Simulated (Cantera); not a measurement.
What does this Cantera script print?

```python
import numpy as np
import cantera as ct

gas = ct.Solution("gri30.yaml")
gas.TPX = 1323, 101325, {'CO': 1, 'H2': 0.95, 'O2': 1.17, 'N2': 14.1}
reactor = ct.IdealGasReactor(gas, energy="on", clone=False)
net = ct.ReactorNet([reactor])
net.rtol, net.atol = 1e-08, 1e-16
show = ['CO', 'H2', 'O2', 'N2O', 'O']
times = np.geomspace(6e-06, 3, 12)

steps = ct.SolutionArray(gas, extra=["t"])
rows = []
print(f"{'t/s':>10s}{'T/K':>9s}{'P/Pa':>11s}" + "".join(f"{s:>11s}" for s in show))
for t in times:
    while net.time < t:
        t_next = net.step()
        steps.append(gas.state, t=t_next)
    rows.append([np.interp(t, steps.t, y) for y in (steps.T, steps.P, *steps(*show).X.T)])
    print(f"{t:10.3e}{rows[-1][0]:9.1f}{rows[-1][1]:11.4g}" + "".join(f"{x:11.3e}" for x in rows[-1][2:]))
rate = np.gradient(steps.T, steps.t)
print("integrator steps:", len(steps.t))
if steps.T.max() > steps.T[0] + 200:
    print(f"time of steepest temperature rise: {steps.t[rate.argmax()]:.4e} s")
gas.TPX = 1323, 101325, {'CO': 1, 'H2': 0.95, 'O2': 1.17, 'N2': 14.1}
gas.equilibrate("UV")
print(f"equilibrium (UV): T = {gas.T:.1f} K  " + "  ".join(f"{s} {gas[s].X[0]:.3e}" for s in show))
```

It prints:

```
       t/s      T/K       P/Pa         CO         H2         O2        N2O          O
 6.000e-06   1323.0  1.013e+05  5.807e-02  5.517e-02  6.794e-02  1.991e-14  9.338e-09
 1.978e-05   1323.0  1.013e+05  5.807e-02  5.517e-02  6.794e-02  7.776e-13  2.500e-07
 6.521e-05   1362.9  1.042e+05  5.595e-02  3.217e-02  5.585e-02  1.492e-08  3.775e-03
 2.150e-04   1971.8  1.459e+05  2.162e-02  5.313e-03  2.248e-02  2.169e-07  6.060e-03
 7.088e-04   2210.4  1.612e+05  1.134e-02  2.193e-03  1.702e-02  3.281e-07  1.650e-03
 2.337e-03   2297.9  1.668e+05  5.535e-03  9.781e-04  1.416e-02  3.164e-07  5.911e-04
 7.703e-03   2309.1  1.675e+05  4.655e-03  8.185e-04  1.359e-02  2.964e-07  4.750e-04
 2.540e-02   2306.8  1.673e+05  4.658e-03  8.205e-04  1.318e-02  2.944e-07  4.613e-04
 8.373e-02   2302.5   1.67e+05  4.673e-03  8.257e-04  1.242e-02  2.940e-07  4.372e-04
 2.760e-01   2300.1  1.668e+05  4.683e-03  8.290e-04  1.201e-02  2.954e-07  4.242e-04
 9.100e-01   2300.1  1.668e+05  4.683e-03  8.292e-04  1.199e-02  2.954e-07  4.238e-04
 3.000e+00   2300.1  1.668e+05  4.683e-03  8.292e-04  1.199e-02  2.954e-07  4.238e-04
integrator steps: 1582
time of steepest temperature rise: 7.2604e-05 s
equilibrium (UV): T = 2300.1 K  CO 4.683e-03  H2 8.292e-04  O2 1.199e-02  N2O 2.954e-07  O 4.238e-04
```

Computed with Cantera and GRI-Mech 3.0 (53 species, 325 reactions).
